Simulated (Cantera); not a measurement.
Input: 1 mol B2O3, 0.17 mol O2, 7.8 mol N2.

Cantera equilibrium calculation (NASA polynomials, part measured and part estimated; ideal gas, pure solids and liquids). Candidate condensed phases: B, BN, B2O3; 17 gas species. The numbers say what is thermodynamically allowed, not how fast it happens.

Q: What condenses at these points (T in °C, P in Pa): (1777, 46); (1327, 22000); (1252, 220); (1327, 46); (1702, 4600)?

A: 
```
T (°C)  P in Pa  condensed phases  B condensed (%)
------  -------  ----------------  ---------------
1777         46          gas only              0.0
1327      22000              B2O3             99.4
1252        220              B2O3             86.5
1327         46          gas only              0.0
1702       4600          gas only              0.0
```
